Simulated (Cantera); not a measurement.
Input (Python, Cantera):

```python
import numpy as np
import cantera as ct

gas = ct.Solution("gri30.yaml")
gas.TPX = 573, 500000, {'C2H6': 1, 'O2': 2.92, 'N2': 11, 'H2O': 0.35}
inlet = ct.Reservoir(gas, clone=True)
gas.equilibrate("HP")  # start burning
reactor = ct.IdealGasConstPressureReactor(gas, energy="on", clone=False)
exhaust = ct.Reservoir(gas, clone=True)
tau = [0.19, 0.07, 0.025, 0.009, 0.0033, 0.0012, 0.00042, 0.00015, 5.5e-05][0]
for a, b in ((inlet, reactor), (reactor, exhaust)):
    ct.MassFlowController(a, b, mdot=lambda t: reactor.mass / tau)
net = ct.ReactorNet([reactor])
show = ['C2H6', 'O2', 'H2O', 'CH2', 'C2H4']

rows = []
print(f"{'tau/s':>10s}{'T/K':>9s}" + "".join(f"{s:>11s}" for s in show))
for tau in [0.19, 0.07, 0.025, 0.009, 0.0033, 0.0012, 0.00042, 0.00015, 5.5e-05]:
    net.initial_time = 0.0
    net.advance(30 * tau)
    before = gas.X
    net.advance(40 * tau)
    drift = np.max(np.abs(gas.X - before) / (gas.X + 1e-9))
    rows.append([gas.T, *gas[show].X, drift])
    print(f"{tau:10.3e}{gas.T:9.1f}" + "".join(f"{x:11.3e}" for x in gas[show].X))
```

Result:

```
     tau/s      T/K       C2H6         O2        H2O        CH2       C2H4
 1.900e-01   2340.4  3.610e-08  1.215e-04  1.817e-01  5.046e-08  7.004e-08
 7.000e-02   2338.5  9.618e-08  1.589e-04  1.816e-01  1.288e-07  1.864e-07
 2.500e-02   2334.2  2.589e-07  2.482e-04  1.812e-01  3.182e-07  4.974e-07
 9.000e-03   2326.4  6.718e-07  4.384e-04  1.805e-01  7.218e-07  1.253e-06
 3.300e-03   2313.3  1.663e-06  8.069e-04  1.795e-01  1.503e-06  2.914e-06
 1.200e-03   2293.0  4.054e-06  1.489e-03  1.778e-01  2.997e-06  6.396e-06
 4.200e-04   2262.0  1.016e-05  2.722e-03  1.755e-01  6.002e-06  1.378e-05
 1.500e-04   2219.9  2.570e-05  4.782e-03  1.727e-01  1.202e-05  2.939e-05
 5.500e-05   2162.8  7.035e-05  8.556e-03  1.696e-01  2.524e-05  7.044e-05
```

Cantera simulation using GRI-Mech 3.0 (53 species, 325 reactions); the numbers are that mechanism's predictions, not measurements.
